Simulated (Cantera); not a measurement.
**Dilute partial oxidation**

A perfectly stirred reactor is fed with 0.841 % CH2O, 1.37 % O2, 97.8 % N2, equivalence ratio 0.61, at 0.820 bar; it is held at 1273 K, and followed from long to short residence time.

Model: GRI-Mech 3.0 (53 species, 325 reactions), integrated in Cantera.

| τ (s) | x CH2O | x O2 | x H | x O | x H2O | x CO | x CH2 |
|---|---|---|---|---|---|---|---|
| 12 | 2.75e-7 | 0.00529 | 4.16e-7 | 2.78e-6 | 0.00840 | 2.33e-5 | <1e-12 |
| 2.9 | 6.70e-7 | 0.00530 | 1.65e-6 | 7.07e-6 | 0.00839 | 6.07e-5 | <1e-12 |
| 0.71 | 1.53e-6 | 0.00535 | 6.39e-6 | 1.78e-5 | 0.00837 | 0.000154 | <1e-12 |
| 0.17 | 3.26e-6 | 0.00547 | 2.43e-5 | 4.40e-5 | 0.00831 | 0.000386 | <1e-12 |
| 0.043 | 6.37e-6 | 0.00574 | 7.95e-5 | 9.85e-5 | 0.00820 | 0.000898 | 3.90e-12 |
| 0.011 | 1.28e-5 | 0.00631 | 0.000210 | 0.000191 | 0.00795 | 0.00195 | 3.08e-11 |
| 0.0026 | 3.47e-5 | 0.00748 | 0.000384 | 0.000273 | 0.00749 | 0.00396 | 1.61e-10 |
x: mole fraction; the columns are a selection and need not sum to one.
